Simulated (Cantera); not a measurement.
**Ignition delay**

Mixture: 11.4 % CH4, 4.10 % H2, 17.8 % O2, 66.7 % N2, at 10.0 bar, adiabatic and at constant volume. Ignition delay is the time to a rise of 400 K.

Cantera simulation using GRI-Mech 3.0 (53 species, 325 reactions); the numbers are that mechanism's predictions, not measurements.

```
T0 (K)  delay (ms)
------  ----------
1225         0.380
1300         0.213
1375         0.126
1450        0.0751
1525        0.0454
```

```yaml
apparent activation energy between 1375 and 1525 K: 120 kJ/mol
```
